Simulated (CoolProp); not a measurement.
Vapour pressure (bar) of chloromethane (R40): the reference equation beside estimates from Tc = 145.5 °C, pc = 69.29 bar, ω = 0.150. Clausius-Clapeyron is anchored at 61.85 °C with a constant enthalpy of vaporisation of 16.31 kJ/mol.

Model: reference Helmholtz-energy equation of state, Thol 2014, in CoolProp.

| T (°C) | reference | Lee-Kesler | Clausius-Clapeyron | van der Waals | Redlich-Kwong | Peng-Robinson |
|---|---|---|---|---|---|---|
| 55.55 | 12.85 | 12.77 | 13.29 | 24.35 | 14.90 | 12.70 |
| 61.85 | 14.87 | 14.78 | 14.87 | 26.60 | 17.08 | 14.71 |
| 68.25 | 17.15 | 17.05 | 16.60 | 29.02 | 19.51 | 16.99 |
| 74.65 | 19.68 | 19.56 | 18.45 | 31.56 | 22.16 | 19.51 |
| 81.05 | 22.47 | 22.33 | 20.43 | 34.25 | 25.05 | 22.31 |
| 87.45 | 25.54 | 25.37 | 22.54 | 37.07 | 28.19 | 25.38 |
| 93.85 | 28.90 | 28.71 | 24.78 | 40.04 | 31.59 | 28.75 |
| 100.25 | 32.58 | 32.35 | 27.16 | 43.14 | 35.24 | 32.45 |

Absolute difference from the reference over all 8 rows, mean and median: Lee-Kesler 0.6 and 0.6 %, Clausius-Clapeyron 8.1 and 7.7 %, van der Waals 58.3 and 56.4 %, Redlich-Kwong 12.1 and 12.0 %, Peng-Robinson 0.8 and 0.8 %.
